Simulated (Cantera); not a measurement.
**Low-pressure radical oxidation in H2/O2**

An isothermal, constant-pressure homogeneous reactor starts with 4.48 % H2, 95.5 % O2, equivalence ratio 0.023, at 1000 K and 27.0 Torr.

Detailed kinetics in Cantera: GRI-Mech 3.0 (53 species, 325 reactions). Radical loss at walls, strong at low pressure, is not modelled. The temperature is held fixed by assumption; the heat of reaction is taken as removed at once.

| t (s) | x H2 | x O2 | x O | x H | x HO2 |
|---|---|---|---|---|---|
| 0.000500 | 0.0448 | 0.955 | 3.73e-9 | 2.17e-9 | 7.63e-10 |
| 0.00230 | 0.0409 | 0.953 | 0.00165 | 0.00108 | 1.30e-5 |
| 0.0106 | 0.000200 | 0.952 | 0.00203 | 0.000232 | 8.84e-6 |
| 0.0486 | 9.73e-6 | 0.954 | 0.000104 | 2.39e-6 | 1.61e-6 |
| 0.224 | 4.78e-7 | 0.954 | 6.78e-6 | 4.07e-8 | 1.89e-7 |
| 1.03 | 2.85e-8 | 0.954 | 7.33e-7 | 1.45e-9 | 2.45e-8 |
| 4.73 | 3.38e-9 | 0.954 | 1.14e-7 | 8.82e-11 | 4.12e-9 |
| 21.7 | 5.72e-10 | 0.954 | 2.11e-8 | 7.03e-12 | 9.37e-10 |
| 100 | 1.13e-10 | 0.954 | 4.32e-9 | <1e-12 | 5.23e-10 |
x: mole fraction; the columns are a selection and need not sum to one.

Equilibrium at this temperature and pressure: H2 2.17e-11, O2 0.954, O 8.15e-10, H <1e-12, HO2 8.54e-10 (gas phase only).
